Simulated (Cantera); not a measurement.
A closed system holds: 1 mol SiC, 0.012 mol O2, 380 mol H2, 0.42 mol N2O, 0.0054 mol CH4, at 20.0 Pa.

Method: chemical equilibrium by Gibbs-energy minimisation in Cantera with the NASA 1993 tables (ideal gas, pure condensed phases). Candidate condensed phases: C, C6H6, C7H8, C8H18, H2O, Si, SiC, SiO2, Si2N2O, Si3N4; 151 gas species. Mutual solubility and eutectic melting of coexisting phases are not modelled. Kinetics and transport are ignored.

log p: log10 of the partial pressure in bar; n: condensed amount in mol.

```
T (K)  log p H2  log p H  log p Si  log p CO  log p N2  log p SiO  log p C2H2 (acetylene)  n C(graphite)  n SiC(s)  n Si2N2O(s)
-----  --------  -------  --------  --------  --------  ---------  ----------------------  -------------  --------  -----------
973       -3.70   -10.82      <-15     -7.90    -10.44        [?]                  -12.97          0.811     0.160        0.420
1073      -3.70    -9.70      <-15     -7.38     -7.54        [?]                  -11.84          0.654     0.269        0.365
1173      -3.70    -8.78    -14.64     -6.81     -6.84        [?]                  -11.94              0     0.708        0.146
1273      -3.70    -8.00    -12.04     -6.84     -6.78        [?]                  -12.72              0     0.730        0.101
1373      -3.70    -7.33    -10.31     -6.93     -6.66      -6.94                  -12.41              0     0.781            0
1473      -3.70    -6.75     -9.07     -6.93     -6.66      -6.94                  -11.63              0     0.780            0
1573      -3.70    -6.24     -8.01     -6.91     -6.66      -6.96                  -10.92              0     0.770            0
1673      -3.70    -5.80     -7.18     -6.82     -6.66        [?]                  -10.10              0     0.712            0
1773      -3.71    -5.40     -6.71     -6.68     -6.67        [?]                   -8.83              0     0.574            0
1873      -3.72    -5.05     -6.46     -6.65     -6.72        [?]                   -7.37              0     0.278            0
1973      -3.74    -4.74     -6.32     -6.65     -6.76        [?]                   -7.04              0         0            0
2073      -3.78    -4.47     -6.33     -6.67     -6.78        [?]                   -7.06              0         0            0
2173      -3.85    -4.24     -6.36     -6.70     -6.81        [?]                   -7.10              0         0            0
```

**Question.** What belongs in the gaps?

**Answer.** 
- 973, log p SiO: -12.10
- 1073, log p SiO: -11.19
- 1173, log p SiO: -9.25
- 1273, log p SiO: -7.45
- 1673, log p SiO: -7.09
- 1773, log p SiO: -7.70
- 1873, log p SiO: -8.67
- 1973, log p SiO: -9.18
- 2073, log p SiO: -9.63
- 2173, log p SiO: -10.08
